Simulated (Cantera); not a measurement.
Input (Python, Cantera) and output of one run.

```python
import numpy as np
import cantera as ct

gas_names = [...]  # 110 gases of nasa_gas.yaml made of C, H, O
cond_names = """
    C(gr) C6H6(L) C7H8(L) C8H18(L),n-octa H2O(s) H2O(L)
""".split()


# ... load() reads the species with a 1 bar reference pressure and builds the phases ...
atoms = {
    'C2H5OH': {'C': 2, 'H': 6, 'O': 1},
    'CO2': {'C': 1, 'O': 2},
}
top_T = {'C(gr)': 4500}  # K; cautious upper limits of use, not melting points


# ... equilibrate(T, P, feed) seeds the gas with the atoms and calls Mixture.equilibrate('TP', solver="vcs", rtol=1e-11, max_steps=5000) ...
results = []
feed = {'C2H5OH': 1, 'CO2': 0.8}  # mol
T = 2750  # K
P = 13332.2  # Pa
mix = equilibrate(T, P, feed)
results.append((T, P, feed, dict(zip(mix.species_names, mix.species_moles))))
x = sorted(zip(gas.X, gas.species_names), reverse=True)
print(f"T = {T:g} K  P = {P:g} Pa  gas = {mix.phase_moles(0):.4g} mol")
print("   x: " + "  ".join(f"{s} {v:.3e}" for v, s in x if v > 0.0001))
print("   condensed (mol): " + ("  ".join(f"{mix.phase(i).name} {mix.phase_moles(i):.4g}"
      for i in range(1, mix.n_phases) if mix.phase_moles(i) > 1e-12) or "none"))
```

Output:

```
T = 2750 K  P = 13332.2 Pa  gas = 5.968 mol
   x: CO 4.356e-01  H2 4.288e-01  H 1.227e-01  C2H2,acetylene 1.207e-02  C2H 4.002e-04  C4H2 1.412e-04  C3 1.265e-04
   condensed (mol): C(gr) 0.0447
```

These are equilibrium values from Cantera (NASA tables, ideal gas, pure condensed phases), not measurements of a reactor.
